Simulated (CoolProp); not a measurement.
Vapour-liquid equilibrium of n-octane (1) + n-dodecane (2) at 58.7 kPa; x and y are mole fractions of (1).

The numbers come from the multi-fluid Helmholtz-energy mixture model, Beckmüller 2019 and Lemmon 2004; pair parameters Bell 2016 in CoolProp.

```json
[
 {"x": "0.05", "bubble temperature (K)": "457.3", "y at the bubble point": "0.276", "dew temperature at overall composition x (K)": "466.0", "liquid density (mol/L)": "3.705"},
 {"x": "0.2", "bubble temperature (K)": "432.8", "y at the bubble point": "0.703", "dew temperature at overall composition x (K)": "460.5", "liquid density (mol/L)": "3.992"},
 {"x": "0.35", "bubble temperature (K)": "415.9", "y at the bubble point": "0.864", "dew temperature at overall composition x (K)": "454.1", "liquid density (mol/L)": "4.263"},
 {"x": "0.5", "bubble temperature (K)": "403.8", "y at the bubble point": "0.933", "dew temperature at overall composition x (K)": "446.5", "liquid density (mol/L)": "4.531"},
 {"x": "0.65", "bubble temperature (K)": "394.7", "y at the bubble point": "0.968", "dew temperature at overall composition x (K)": "436.9", "liquid density (mol/L)": "4.806"},
 {"x": "0.8", "bubble temperature (K)": "387.6", "y at the bubble point": "0.987", "dew temperature at overall composition x (K)": "423.7", "liquid density (mol/L)": "5.093"},
 {"x": "0.95", "bubble temperature (K)": "381.9", "y at the bubble point": "0.997", "dew temperature at overall composition x (K)": "399.8", "liquid density (mol/L)": "5.397"}
]
```

No azeotrope shows between x = 0.05 and 0.95.

Pair parameters are fitted to limited data, so mixtures are less certain than the pure fluids.
